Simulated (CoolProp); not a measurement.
Properties of R22 at several states (Tc = 369.3 K, pc = 49.90 bar, ω = 0.221).

Values from CoolProp's reference Helmholtz-energy equation of state, Kamei 1995.

```json
[
 {"T (K)": "362.2", "p (bar)": "1.19", "phase": "gas", "density (kg/m³)": "3.447", "cp (kJ/(kg K))": "[?]", "isothermal compressibility (1/MPa)": "8.479"},
 {"T (K)": "352.4", "p (bar)": "63.4", "phase": "liquid", "density (kg/m³)": "[?]", "cp (kJ/(kg K))": "[?]", "isothermal compressibility (1/MPa)": "[?]"},
 {"T (K)": "298.3", "p (bar)": "4.74", "phase": "gas", "density (kg/m³)": "[?]", "cp (kJ/(kg K))": "0.7182", "isothermal compressibility (1/MPa)": "[?]"},
 {"T (K)": "219.3", "p (bar)": "12.1", "phase": "liquid", "density (kg/m³)": "[?]", "cp (kJ/(kg K))": "1.074", "isothermal compressibility (1/MPa)": "[?]"}
]
```

Some entries are withheld; supply them.


- 362.2, cp (kJ/(kg K)): 0.7288
- 352.4, density (kg/m³): 974.0
- 352.4, cp (kJ/(kg K)): 1.572
- 352.4, isothermal compressibility (1/MPa): 0.01920
- 298.3, density (kg/m³): 17.81
- 298.3, isothermal compressibility (1/MPa): 2.285
- 219.3, density (kg/m³): 1449
- 219.3, isothermal compressibility (1/MPa): 0.001346
